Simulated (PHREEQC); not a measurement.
Make-up at 45 °C: 0.084 mol/kgw NH3. Closed to the air; pH follows from the charge balance.

All values are PHREEQC results (ion-association model, wateq4f.dat), not measurements.

```csv
quantity,before,after
pH,10.50,10.14
ionic strength (mol/kgw),0.00129,0.000562
NH4+ (mol/kgw),0.00129,0.000562
```

**Question.** Which change was made?
A) NH3 replaced by (NH4)2HPO4 at the same molality
B) NH3 replaced by NH4HSO4 at the same molality
C) NH3 from 0.084 to 0.0168 mol/kgw
D) NH3 from 0.084 to 0.84 mol/kgw

**Answer.** C, NH3 from 0.084 to 0.0168 mol/kgw

This is a speciation only: nothing precipitates in the calculation. Constants without temperature data keep their 25 °C values here.
